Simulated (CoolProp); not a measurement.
The numbers come from the reference Helmholtz-energy equation of state, Lemmon 2006 in CoolProp. It is a short technical equation, of lower accuracy than the large ones.

Q: For carbonyl sulfide, give the phase and the cv (kJ/(kg K)) at 194.5 K and 101 kPa; 247.6 K and 101 kPa; 300.7 K and 101 kPa.

A: 
- 194.5 K and 101 kPa: liquid; cv 0.721
- 247.6 K and 101 kPa: gas; cv 0.514
- 300.7 K and 101 kPa: gas; cv 0.558
